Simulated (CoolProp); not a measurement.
The fluoroketone C6F12O (FK-5-1-12) at several states: fugacity coefficient from the reference equation and from simpler models built on Tc = 441.8 K, pc = 1869 kPa, ω = 0.471; each cubic takes its own stable root.

The numbers come from the reference Helmholtz-energy equation of state, McLinden 2015 in CoolProp.

| T (K) | p (kPa) | phase | reference | van der Waals | Redlich-Kwong |
|---|---|---|---|---|---|
| 470.2 | 1340 | gas | 0.8108 | 0.8190 | 0.8040 |
| 253.2 | 15.1 | liquid | 0.2587 | 0.9914 | 0.9873 |
| 480.3 | 102 | gas | 0.9861 | 0.9868 | 0.9855 |
| 493.8 | 23.6 | gas | 0.9971 | 0.9971 | 0.9969 |

At some of these states van der Waals, Redlich-Kwong gives the other phase, because its saturation line lies elsewhere.
